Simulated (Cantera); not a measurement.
A freely propagating, adiabatic, planar premixed flame of H2 : O2 : N2 = 1 : 0.943 : 3.55 (molar parts), equivalence ratio 0.53, unburnt at 675 K and 1.01 bar; multicomponent transport, grid criteria slope 0.08 and curve 0.16, no radiation.

Cantera simulation using the H2/O2 subset of GRI-Mech 3.0, which has no nitrogen chemistry; the numbers are that mechanism's predictions, not measurements. Burning velocities carry a grid error of a few per cent, more on coarse grids. Lean hydrogen flames are cellular in practice and burn faster than this planar one.

x: mole fraction of selected species; z is measured from the peak of heat release.

```
z (mm)  T (K)  u (m/s)     x H2    x O2       x O  x H2O2       x H    x H2O
------  -----  -------  -------  ------  --------  ------  --------  -------
-1.32     675     5.01    0.182   0.172     <1e-8   <1e-8     <1e-8    <1e-8
-0.880    675     5.01    0.182   0.172     <1e-8   <1e-8     <1e-8    <1e-8
-0.660    675     5.01    0.182   0.172     <1e-8   <1e-8     <1e-8  6.69e-8
-0.440    675     5.01    0.181   0.172   4.81e-8       …   3.92e-7  6.16e-6
-0.220    710     5.21    0.170   0.172   2.72e-5       …  0.000291  0.00281
-0.110    899     6.44    0.134   0.166  0.000583       …   0.00384   0.0249
0        1218     8.53   0.0695   0.137   0.00487       …    0.0146   0.0872
0.110    1462     10.2   0.0252   0.104    0.0106       …    0.0191    0.144
0.220    1595     11.0   0.0132  0.0921    0.0119       …    0.0158    0.164
0.440    1730     11.9  0.00885  0.0882   0.00961       …   0.00949    0.175
0.880    1843     12.6  0.00581  0.0873   0.00616       …   0.00441    0.183
1.76     1924     13.1  0.00308  0.0873   0.00319       …   0.00154    0.190
3.52     1971     13.3  0.00131  0.0879   0.00134       …  0.000403    0.194
```

Q: Some entries are withheld; supply them.

A: 
- -0.440, x H2O2: 3.47e-8
- -0.220, x H2O2: 8.14e-6
- -0.110, x H2O2: 1.24e-5
- 0, x H2O2: 7.92e-6
- 0.110, x H2O2: 4.28e-6
- 0.220, x H2O2: 2.36e-6
- 0.440, x H2O2: 1.19e-6
- 0.880, x H2O2: 6.52e-7
- 1.76, x H2O2: 3.81e-7
- 3.52, x H2O2: 2.25e-7
